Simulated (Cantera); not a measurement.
# Ammonia decomposition in nitride growth gas

A perfectly stirred reactor is fed with 3.82 % NH3, 95.6 % H2, 0.612 % N2, at 1.01 bar; it is held at 1775 K, and followed from long to short residence time.

Detailed kinetics in Cantera: the gas-phase N/H chemistry of the illustrative SiF4/NH3 mechanism in the Surface Chemkin manual (1991). Walls and surfaces, which speed up NH3 decomposition in real reactors, are not modelled.

```tsv
τ (s)	x NH3	x H2	x NH	x N	x NH2	x N2
0.31	0.0350	0.957	3.21e-7	1.95e-8	2.43e-5	0.00766
0.20	0.0360	0.957	3.26e-7	1.96e-8	2.49e-5	0.00715
0.13	0.0367	0.956	3.28e-7	1.96e-8	2.52e-5	0.00680
0.082	0.0373	0.956	3.25e-7	1.92e-8	2.53e-5	0.00655
0.053	0.0376	0.956	3.18e-7	1.85e-8	2.51e-5	0.00639
0.034	0.0378	0.956	3.05e-7	1.73e-8	2.46e-5	0.00628
0.022	0.0380	0.956	2.85e-7	1.56e-8	2.39e-5	0.00621
0.014	0.0381	0.956	2.55e-7	1.32e-8	2.26e-5	0.00617
0.0088	0.0381	0.955	2.11e-7	9.96e-9	2.06e-5	0.00614
0.0057	0.0382	0.956	1.62e-7	6.65e-9	1.80e-5	0.00613
```
x: mole fraction; the columns are a selection and need not sum to one.
